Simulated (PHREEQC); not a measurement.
A column of 0.1 m (40 cells, dispersivity 0.005 m, 300 s a shift, diffusion coefficient 3e-10 m²/s) holds 0.064 eq of the database's cation exchanger X per kg of pore water, first in equilibrium with 0.038 mol Na2SO4, 0.014 mol KBr, 0.00038 mol CdCl2 and 1e-05 mol HCl per kg of water. It is flushed with 0.029 mol CdCl2, 0.096 mol NaCl and 1e-05 mol HCl per kg of water, at 25 °C. Values are for the last cell. CO2 from the air is kept out. No solid was allowed to form.

Model: ion-association model, phreeqc.dat, run in PHREEQC.

### Question
Predict S in solution (mol/kgw) at pore volumes = 1.212, 2.212.

### Answer
| pore volumes | S in solution (mol/kgw) |
|---|---|
| 1.212 | 0.00834 |
| 2.212 | 0.000109 |
